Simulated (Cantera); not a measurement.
Input (Python, Cantera) and output of one run.

```python
import numpy as np
import cantera as ct

gas_names = """
    AL ALBr ALBr3 ALH ALN AL2 AL2Br6 Br Br2 H HBr H2 N NH NH2 NH3 N2 N2H2 N2H4
""".split()
cond_names = """
    AL(cr) AL(L) ALBr3(s) ALBr3(L) ALN(s) Br2(cr) Br2(L)
""".split()


# ... load() reads the species with a 1 bar reference pressure and builds the phases ...
atoms = {
    'Al': {'AL': 1},
    'HBr': {'H': 1, 'Br': 1},
    'N2': {'N': 2},
}
top_T = {'ALN(s)': 2750}  # K; cautious upper limits of use, not melting points


# ... equilibrate(T, P, feed) seeds the gas with the atoms and calls Mixture.equilibrate('TP', solver="vcs", rtol=1e-11, max_steps=5000) ...
results = []
T = 923  # K
P = 100000  # Pa
for m in [2.3, 4, 5.7, 7.4, 9.1, 11, 13, 14]:
    feed = {'Al': 1, 'HBr': m, 'N2': 13}  # mol
    mix = equilibrate(T, P, feed)
    results.append((T, P, feed, dict(zip(mix.species_names, mix.species_moles))))
    x = sorted(zip(gas.X, gas.species_names), reverse=True)
    print(f"T = {T:g} K  P = {P:g} Pa  n(HBr) = {m:g} mol  gas = {mix.phase_moles(0):.4g} mol")
    print("   x: " + "  ".join(f"{s} {v:.3e}" for v, s in x if v > 0.0001))
    print("   condensed (mol): " + ("  ".join(f"{mix.phase(i).name} {mix.phase_moles(i):.4g}"
          for i in range(1, mix.n_phases) if mix.phase_moles(i) > 1e-12) or "none"))
```

Output:

```
T = 923 K  P = 100000 Pa  n(HBr) = 2.3 mol  gas = 14.8 mol
   x: N2 8.628e-01  H2 5.418e-02  HBr 4.703e-02  ALBr3 3.584e-02  AL2Br6 1.475e-04
   condensed (mol): ALN(s) 0.4653
T = 923 K  P = 100000 Pa  n(HBr) = 4 mol  gas = 16.49 mol
   x: N2 7.869e-01  H2 8.694e-02  HBr 6.857e-02  ALBr3 5.723e-02  AL2Br6 3.762e-04
   condensed (mol): ALN(s) 0.04364
T = 923 K  P = 100000 Pa  n(HBr) = 5.7 mol  gas = 18.19 mol
   x: N2 7.145e-01  HBr 1.484e-01  H2 8.242e-02  ALBr3 5.429e-02  AL2Br6 3.384e-04
   condensed (mol): none
T = 923 K  P = 100000 Pa  n(HBr) = 7.4 mol  gas = 19.89 mol
   x: N2 6.535e-01  HBr 2.212e-01  H2 7.537e-02  ALBr3 4.970e-02  AL2Br6 2.837e-04
   condensed (mol): none
T = 923 K  P = 100000 Pa  n(HBr) = 9.1 mol  gas = 21.59 mol
   x: N2 6.020e-01  HBr 2.825e-01  H2 6.944e-02  ALBr3 4.583e-02  AL2Br6 2.412e-04
   condensed (mol): none
T = 923 K  P = 100000 Pa  n(HBr) = 11 mol  gas = 23.49 mol
   x: N2 5.533e-01  HBr 3.405e-01  H2 6.383e-02  ALBr3 4.215e-02  AL2Br6 2.041e-04
   condensed (mol): none
T = 923 K  P = 100000 Pa  n(HBr) = 13 mol  gas = 25.5 mol
   x: N2 5.099e-01  HBr 3.922e-01  H2 5.882e-02  ALBr3 3.888e-02  AL2Br6 1.736e-04
   condensed (mol): none
T = 923 K  P = 100000 Pa  n(HBr) = 14 mol  gas = 26.5 mol
   x: N2 4.906e-01  HBr 4.152e-01  H2 5.660e-02  ALBr3 3.742e-02  AL2Br6 1.608e-04
   condensed (mol): none
```

These are equilibrium values from Cantera (NASA tables, ideal gas, pure condensed phases), not measurements of a reactor.
